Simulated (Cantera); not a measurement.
Pyrogenic steam for wet oxidation

A perfectly stirred reactor is fed with H₂ : O₂ : N₂ : H₂O = 0.85 : 1 : 2.2 : 0.15 (molar parts), equivalence ratio 0.42, at 0.227 atm; it is held at 1200 K, and followed from long to short residence time.

Computed with Cantera and the H2/O2 subset of GRI-Mech 3.0, which has no nitrogen chemistry. The temperature is held fixed by assumption; the heat of reaction is taken as removed at once.

```tsv
τ (s)	x H₂	x O₂	x OH	x HO₂	x H	x H₂O	x O
1.8	0.000133	0.152	0.000246	4.24e-6	4.50e-6	0.265	3.43e-5
0.74	0.000240	0.152	0.000329	6.99e-6	1.10e-5	0.264	6.34e-5
0.31	0.000426	0.152	0.000440	1.09e-5	2.64e-5	0.264	0.000116
0.13	0.000751	0.152	0.000589	1.62e-5	6.31e-5	0.264	0.000210
0.053	0.00133	0.152	0.000804	2.27e-5	0.000155	0.263	0.000385
0.022	0.00230	0.153	0.00110	2.94e-5	0.000370	0.261	0.000690
0.0091	0.00394	0.153	0.00151	3.59e-5	0.000883	0.259	0.00122
0.0038	0.00659	0.154	0.00208	4.12e-5	0.00206	0.255	0.00210
0.0016	0.0108	0.155	0.00284	4.52e-5	0.00465	0.247	0.00352
0.00064	0.0180	0.157	0.00388	4.75e-5	0.0105	0.234	0.00587
0.00027	0.0287	0.161	0.00500	4.78e-5	0.0207	0.214	0.00895
```
x: mole fraction; the columns are a selection and need not sum to one.
